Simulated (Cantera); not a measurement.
What does this Cantera script print?

```python
import numpy as np
import cantera as ct

gas = ct.Solution("gri30.yaml")
gas.TPX = 1973, 101325, {'NO': 1, 'N2': 2.9}
inlet = ct.Reservoir(gas, clone=True)

reactor = ct.IdealGasConstPressureReactor(gas, energy="off", clone=False)
exhaust = ct.Reservoir(gas, clone=True)
tau = [0.93, 0.41, 0.19, 0.083, 0.037, 0.017, 0.0075, 0.0034, 0.0015, 0.00067][0]
for a, b in ((inlet, reactor), (reactor, exhaust)):
    ct.MassFlowController(a, b, mdot=lambda t: reactor.mass / tau)
net = ct.ReactorNet([reactor])
show = ['NO', 'NO2', 'O2', 'O', 'N2O', 'N2']

rows = []
print(f"{'tau/s':>10s}{'T/K':>9s}" + "".join(f"{s:>11s}" for s in show))
for tau in [0.93, 0.41, 0.19, 0.083, 0.037, 0.017, 0.0075, 0.0034, 0.0015, 0.00067]:
    net.initial_time = 0.0
    net.advance(30 * tau)
    before = gas.X
    net.advance(40 * tau)
    drift = np.max(np.abs(gas.X - before) / (gas.X + 1e-9))
    rows.append([gas.T, *gas[show].X, drift])
    print(f"{tau:10.3e}{gas.T:9.1f}" + "".join(f"{x:11.3e}" for x in gas[show].X))
```

Result:

```
     tau/s      T/K         NO        NO2         O2          O        N2O         N2
 9.300e-01   1973.0  1.627e-01  1.421e-04  4.664e-02  1.212e-04  1.216e-05  7.904e-01
 4.100e-01   1973.0  2.035e-01  1.372e-04  2.628e-02  9.436e-05  1.909e-05  7.700e-01
 1.900e-01   1973.0  2.290e-01  1.176e-04  1.355e-02  7.262e-05  2.433e-05  7.572e-01
 8.300e-02   1973.0  2.439e-01  9.538e-05  6.129e-03  5.603e-05  2.769e-05  7.498e-01
 3.700e-02   1973.0  2.507e-01  7.994e-05  2.718e-03  4.622e-05  2.918e-05  7.464e-01
 1.700e-02   1973.0  2.538e-01  7.064e-05  1.212e-03  4.072e-05  2.952e-05  7.449e-01
 7.500e-03   1973.0  2.552e-01  6.374e-05  4.974e-04  3.682e-05  2.888e-05  7.441e-01
 3.400e-03   1973.0  2.559e-01  5.665e-05  1.934e-04  3.294e-05  2.707e-05  7.438e-01
 1.500e-03   1973.0  2.562e-01  4.560e-05  6.041e-05  2.697e-05  2.345e-05  7.437e-01
 6.700e-04   1973.0  2.563e-01  2.969e-05  1.356e-05  1.833e-05  1.802e-05  7.436e-01
```

Cantera simulation using GRI-Mech 3.0 (53 species, 325 reactions); the numbers are that mechanism's predictions, not measurements.
